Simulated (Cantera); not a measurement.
Mixture: 16.4 % CH₃OH, 17.5 % O₂, 66.1 % N₂, at 11.0 bar, adiabatic and at constant pressure. Ignition delay is the time to a rise of 400 K.

Cantera simulation using GRI-Mech 3.0 (53 species, 325 reactions); the numbers are that mechanism's predictions, not measurements. GRI-Mech 3.0 was tuned for natural gas; its chemistry of methanol as a main component is partial and can be far from experiment.

Q: Predict: delay at 1098 K; delay at 1198 K; delay at 1298 K; delay at 1398 K; delay at 1498 K; delay at 1598 K; apparent activation energy between 1398 and 1598 K.

A: 
| Item | Result |
|---|---|
| delay at 1098 K | 8.47 ms |
| delay at 1198 K | 1.33 ms |
| delay at 1298 K | 0.281 ms |
| delay at 1398 K | 76.9 µs |
| delay at 1498 K | 26.1 µs |
| delay at 1598 K | 10.6 µs |
| apparent activation energy between 1398 and 1598 K | 180 kJ/mol |
